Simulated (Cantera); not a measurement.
A Cantera script and what it prints.

```python
import numpy as np
import cantera as ct

gas_names = """
    Electron Mg Mg+ MgN MgO Mg2 N N+ N- NO NO+ NO2 NO2- NO3 NO3- N2 N2+ N2- N2O N2O+ O O+ O- O2 O2+ O2-
    O3
""".split()
cond_names = """
    Mg(cr) Mg(L) MgO(s) MgO(L)
""".split()


# ... load() reads the species with a 1 bar reference pressure and builds the phases ...
atoms = {
    'MgO': {'Mg': 1, 'O': 1},
    'N2': {'N': 2},
}
top_T = {}  # K; cautious upper limits of use, not melting points


# ... equilibrate(T, P, feed) seeds the gas with the atoms and calls Mixture.equilibrate('TP', solver="vcs", rtol=1e-11, max_steps=5000) ...
results = []
feed = {'MgO': 1, 'N2': 1.6}  # mol
P = 10000  # Pa
for T in [2000, 2250, 2500, 2750, 3000, 3250, 3500, 3750, 4000, 4250, 4500, 4750, 5000]:
    mix = equilibrate(T, P, feed)
    results.append((T, P, feed, dict(zip(mix.species_names, mix.species_moles))))

top = {s: max(r[3][s] / sum(r[3][g] for g in gas_names) for r in results) for s in gas_names}
cols = sorted((s for s in top if top[s] > 0.0001), key=lambda s: -top[s])[:6]
seen = [c for c in cond_names if any(r[3].get(c, 0) > 1e-12 for r in results)]
print("log10 of partial pressures in bar; condensed amounts in mol")
print(f"{'T/K':>10s}" + "".join(f"{s[:9]:>10s}" for s in cols + seen))
for T, P, feed, n in results:
    ng = sum(n[g] for g in gas_names)
    print(f"{T:10.4g}" + "".join(f"{np.log10(max(n[s] / ng * P / 1e5, 1e-99)):10.3f}" for s in cols)
          + "".join(f"{n.get(c, 0):10.4g}" for c in seen))
```

Result:

```
log10 of partial pressures in bar; condensed amounts in mol
       T/K        N2        Mg         O        O2         N       MgO    MgO(s)
      2000    -1.000    -5.225    -6.308    -6.266    -9.545    -7.685    0.9999
      2250    -1.001    -3.935    -4.753    -4.639    -8.151    -5.791    0.9981
      2500    -1.011    -2.866    -3.554    -3.431    -7.039    -4.283    0.9769
      2750    -1.089    -1.979    -2.594    -2.484    -6.164    -3.056    0.7785
      3000    -1.313    -1.549    -1.996    -2.101    -5.513    -2.546         0
      3250    -1.332    -1.551    -1.775    -2.345    -4.875    -2.764         0
      3500    -1.345    -1.555    -1.657    -2.700    -4.327    -3.025         0
      3750    -1.352    -1.557    -1.605    -3.108    -3.849    -3.301         0
      4000    -1.356    -1.558    -1.584    -3.514    -3.429    -3.567         0
      4250    -1.360    -1.562    -1.575    -3.892    -3.058    -3.814         0
      4500    -1.368    -1.567    -1.573    -4.239    -2.730    -4.043         0
      4750    -1.383    -1.577    -1.575    -4.558    -2.439    -4.257         0
      5000    -1.407    -1.593    -1.582    -4.854    -2.183    -4.462         0
```

These are equilibrium values from Cantera (NASA tables, ideal gas, pure condensed phases), not measurements of a reactor.
